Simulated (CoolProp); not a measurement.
A single-stage vapour-compression cycle with R22: evaporating at 240.15 K (dew point), condensing at 278.15 K (bubble point), superheat 10 K, subcooling 0 K, compressor efficiency 0.85, no pressure losses. Each further row changes one setting.

The numbers come from the reference Helmholtz-energy equation of state, Kamei 1995 in CoolProp.

```json
[
 {"case": "as stated", "cooling COP": "4.56", "pressure ratio": "4.05", "discharge temperature (K)": "322.4", "refrigerating effect (kJ/kg)": "192", "volumetric capacity (kJ/m³)": "1200"},
 {"case": "evaporating temperature 245.15 K", "cooling COP": "…", "pressure ratio": "…", "discharge temperature (K)": "316.8", "refrigerating effect (kJ/kg)": "…", "volumetric capacity (kJ/m³)": "1480"},
 {"case": "condensing temperature 273.15 K", "cooling COP": "5.36", "pressure ratio": "…", "discharge temperature (K)": "313.7", "refrigerating effect (kJ/kg)": "198", "volumetric capacity (kJ/m³)": "1230"},
 {"case": "subcooling 5 K", "cooling COP": "4.70", "pressure ratio": "4.05", "discharge temperature (K)": "322.4", "refrigerating effect (kJ/kg)": "198", "volumetric capacity (kJ/m³)": "1230"},
 {"case": "superheat 20 K", "cooling COP": "4.51", "pressure ratio": "4.05", "discharge temperature (K)": "…", "refrigerating effect (kJ/kg)": "198", "volumetric capacity (kJ/m³)": "1180"},
 {"case": "compressor efficiency 0.75", "cooling COP": "4.02", "pressure ratio": "4.05", "discharge temperature (K)": "…", "refrigerating effect (kJ/kg)": "192", "volumetric capacity (kJ/m³)": "1200"}
]
```

Question: Complete the blanks.

Answer: 
- evaporating temperature 245.15 K, cooling COP: 5.46
- evaporating temperature 245.15 K, pressure ratio: 3.28
- evaporating temperature 245.15 K, refrigerating effect (kJ/kg): 194
- condensing temperature 273.15 K, pressure ratio: 3.46
- superheat 20 K, discharge temperature (K): 333.5
- compressor efficiency 0.75, discharge temperature (K): 330.0
